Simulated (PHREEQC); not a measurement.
Ca(OH)2 is added in steps, without added water, to 1 kg of water holding 0.0017 mol (CH3)4NF and 0.00031 mol NiCl2, at 25 °C. O2 is buffered at 0.21 atm. CO2 from the air is kept out. The run lets Fluorite, Portlandite, Ni(OH)2 precipitate or redissolve, and no other solid.

Base run: PHREEQC, ion-association model, wateq4f.dat. Each further column changes one thing. The table gives Ca in solution (mol/kgw).

| Ca(OH)2 added (mol) | base | all activity coefficients set to 1 | metal-ligand complexes left out | Debye-Hückel limiting law | Davies equation for every ion |
|---|---|---|---|---|---|
| 0 | 0 | 0 | 0 | 0 | 0 |
| 0.0003667 | 3.17e-5 | 2.46e-5 | 3.14e-5 | 3.22e-5 | 3.17e-5 |
| 0.0007333 | 0.000136 | 0.000117 | 0.000135 | 0.000137 | 0.000136 |
| 0.0011 | 0.000401 | 0.000381 | 0.000401 | 0.000403 | 0.000401 |
| 0.001467 | 0.000732 | 0.000713 | 0.000731 | 0.000734 | 0.000732 |
| 0.001833 | 0.00108 | 0.00106 | 0.00108 | 0.00108 | 0.00108 |
| 0.0022 | 0.00144 | 0.00142 | 0.00144 | 0.00144 | 0.00144 |

(CH3)4N+ isn't in the database: it is added as a free cation with an ion size of 4 Å. The database's Ni(OH)2 is the aged solid; a fresh precipitate is more soluble.
